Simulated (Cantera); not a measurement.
Input: 1 mol SiH4, 0.065 mol O2, 6.8 mol N2.

Cantera equilibrium calculation (NASA polynomials, part measured and part estimated; ideal gas, pure solids and liquids). Candidate condensed phases: H2O, Si, SiO2, Si2N2O, Si3N4; 35 gas species. N2 is the only nitrogen source here; it is nearly inert below about 1500 K, so the nitride shown seldom forms there in practice. Mutual solubility and eutectic melting of coexisting phases are not modelled. Rates play no part.

What condenses at these points (T in K, P in Pa): (1925, 3700); (1375, 15); (1775, 1200); (1925, 410); (1425, 5); (1875, 3700); (1825, 5)?


| T (K) | P in Pa | condensed phases | Si condensed (%) |
|---|---|---|---|
| 1925 | 3700 | Si | 86.4 |
| 1375 | 15 | Si2N2O + Si3N4 | 99.9 |
| 1775 | 1200 | Si3N4 | 86.9 |
| 1925 | 410 | Si | 82.7 |
| 1425 | 5 | Si2N2O + Si3N4 | 98.7 |
| 1875 | 3700 | Si | 86.7 |
| 1825 | 5 | gas only | 0.0 |
